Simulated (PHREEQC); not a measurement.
## Alkaline etch or developer: an equilibrium model

A solution holds 0.0091 mol NaOH and 2.6e-05 mol NaAlO2 per kg of water, at 20 °C. Closed to the air; pH follows from the charge balance.

Model: ion-association model, phreeqc.dat, run in PHREEQC.

No solid was allowed to form.

Problem. What pH, specific conductance does the model give?

Solution. pH 12.08; specific conductance 1870 µS/cm.
